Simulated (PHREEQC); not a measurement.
Make-up at 25 °C: 140 mmol/kgw TMAH, 0.079 mmol/kgw H3BO3 and 63 mmol/kgw Na2CO3. Closed to the air; pH follows from the charge balance.

Equilibrium calculation in PHREEQC: ion-association model, phreeqc.dat.

Each row changes one thing in this solution. No solid was allowed to form.

| case | pH | ionic strength (mol/kgw) | Na+ (mol/kgw) | CO3-2 (mol/kgw) | NaCO3- (mol/kgw) | HCO3- (mol/kgw) |
|---|---|---|---|---|---|---|
| as made | 12.97 | 0.285 | 0.104 | 0.0411 | 0.0219 | 3.53e-5 |
| H3BO3 left out | 12.98 | 0.285 | 0.104 | 0.0411 | 0.0219 | 3.53e-5 |
| diluted 100-fold with water | 11.13 | 0.00320 | ___ | 0.000549 | 1.00e-5 | 7.15e-5 |
| TMAH replaced by (CH3)4NCl at the same molality | 11.17 | 0.284 | 0.105 | 0.0395 | 0.0212 | 0.00219 |
| TMAH replaced by (CH3)4NF at the same molality | 11.17 | 0.281 | 0.101 | ___ | 0.0208 | 0.00220 |
| TMAH from 0.14 to 0.07 mol/kgw | 12.69 | ___ | ___ | 0.0398 | 0.0232 | 7.11e-5 |

Problem. What belongs in the gaps?

Solution. 
- diluted 100-fold with water, Na+ (mol/kgw): 0.00125
- TMAH replaced by (CH3)4NF at the same molality, CO3-2 (mol/kgw): 0.0399
- TMAH from 0.14 to 0.07 mol/kgw, ionic strength (mol/kgw): 0.213
- TMAH from 0.14 to 0.07 mol/kgw, Na+ (mol/kgw): 0.103

(CH3)4N+ isn't in the database: it is added as a free cation with an ion size of 4 Å.
